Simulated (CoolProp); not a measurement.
A closed Brayton cycle with nitrogen: compressor inlet 321.15 K and 3.7 MPa, high pressure 11.8 MPa, turbine inlet 660 K, compressor efficiency 0.89, turbine efficiency 0.93, recuperator effectiveness 0 (on enthalpy, no pinch check). Each further row changes one setting.

Model: reference Helmholtz-energy equation of state, Span 2000, in CoolProp.

```csv
case,thermal efficiency (%),net work (kJ/kg),compressor to turbine work,compressor exit (K),turbine exit (K)
as stated,(withheld),35.1,0.81,464.5,490.0
turbine inlet 610 K,(withheld),(withheld),0.88,464.5,451.5
compressor inlet 331.15 K,(withheld),30.2,(withheld),478.7,490.0
high pressure 10 MPa,15.3,(withheld),0.77,441.1,511.4
recuperator effectiveness 0.5,17.3,35.1,0.81,464.5,490.0
```

Task: Some entries are withheld; supply them.

Result: 
- as stated, thermal efficiency (%): 16.2
- turbine inlet 610 K, thermal efficiency (%): 12.8
- turbine inlet 610 K, net work (kJ/kg): 20.7
- compressor inlet 331.15 K, thermal efficiency (%): 15.0
- compressor inlet 331.15 K, compressor to turbine work: 0.84
- high pressure 10 MPa, net work (kJ/kg): 36.9
